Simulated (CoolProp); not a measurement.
Vapour-liquid equilibrium of carbon dioxide (1) + propane (2) at -35.85 °C; x and y are mole fractions of (1).

Values from CoolProp's multi-fluid Helmholtz-energy mixture model, Span 1996 and Lemmon 2009; pair parameters Kunz 2012.

| x | bubble pressure (MPa) | y at the bubble point | dew pressure at overall composition x (MPa) | liquid density (mol/L) |
|---|---|---|---|---|
| 0.05 | 0.2388 | 0.456 | 0.1394 | 13.28 |
| 0.125 | 0.3989 | 0.687 | 0.1511 | 13.72 |
| 0.2 | 0.5471 | 0.781 | 0.1649 | 14.19 |
| 0.275 | 0.6739 | 0.830 | 0.1815 | 14.69 |
| 0.35 | 0.7755 | 0.859 | ___ | 15.23 |
| 0.425 | 0.8530 | 0.877 | 0.2267 | 15.83 |
| 0.5 | 0.9109 | 0.890 | ___ | 16.49 |
| 0.575 | 0.9550 | 0.900 | 0.3015 | 17.25 |
| 0.65 | 0.9912 | 0.909 | 0.3608 | 18.11 |
| 0.725 | ___ | 0.919 | 0.4486 | 19.13 |
| 0.8 | ___ | ___ | 0.5906 | 20.34 |
| 0.875 | ___ | 0.948 | 0.8426 | 21.80 |
| 0.95 | 1.139 | 0.974 | 1.102 | 23.58 |

### Question
What belongs in the gaps?

### Answer

- 0.35, dew pressure at overall composition x (MPa): 0.2016
- 0.5, dew pressure at overall composition x (MPa): 0.2589
- 0.725, bubble pressure (MPa): 1.025
- 0.8, bubble pressure (MPa): 1.059
- 0.8, y at the bubble point: 0.931
- 0.875, bubble pressure (MPa): 1.098

No azeotrope shows between x = 0.05 and 0.95.

The pair parameters rest on a limited set of measurements; away from them the model extrapolates. With so large a gap from Raoult's law the liquid may split in two, which this calculation doesn't test in full.
